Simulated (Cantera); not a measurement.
Equilibrium for oxide etching and cleaning by halides: B2O3 + Cl2 + H2

A closed system holds: 1 mol B2O3, a varied amount of Cl2, 1.4 mol H2, held at 1375 °C and 0.160 bar.

Equilibrium computed with Cantera from the NASA thermochemical tables; the gas is ideal and each condensed phase is pure. Candidate condensed phases: B, B2O3, B3O3H3, H2O; 33 gas species. The tables' values for BOCl, BCl2 are old estimates; treat these amounts as uncertain. Gases not in the tables: H3BO3, BHCl2. Equilibrium is a limit: real reactors are often held back by kinetics, nucleation or transport.

From 0.69 mol Cl2 to 26 mol Cl2 the condensed part is B2O3(l). The share of B in condensed phases is highest at 0.69 mol Cl2 (97.8 %) and lowest at 26 mol Cl2 (62.2 %).

```csv
n(Cl2) (mol),log p HCl,log p Cl2,log p H2,log p Cl,log p BOCl,n B2O3(l)
0.69,-0.99,-7.33,-1.27,-4.51,-3.10,0.978
1.1,-0.86,-6.63,-1.72,-4.16,-3.03,0.972
1.7,-0.87,-2.09,-6.28,-1.88,-3.01,0.965
2.7,-1.01,-1.49,-7.16,-1.58,-2.96,0.953
4.2,-1.15,-1.28,-7.66,-1.48,-2.92,0.933
6.6,-1.32,-1.16,-8.11,-1.42,-2.89,0.899
10,-1.47,-1.09,-8.49,-1.38,-2.87,0.851
16,-1.66,-1.04,-8.91,-1.36,-2.86,0.765
26,-1.86,-1.01,-9.34,-1.35,-2.85,0.622
```
log p: log10 of the partial pressure in bar; n: condensed amount in mol.
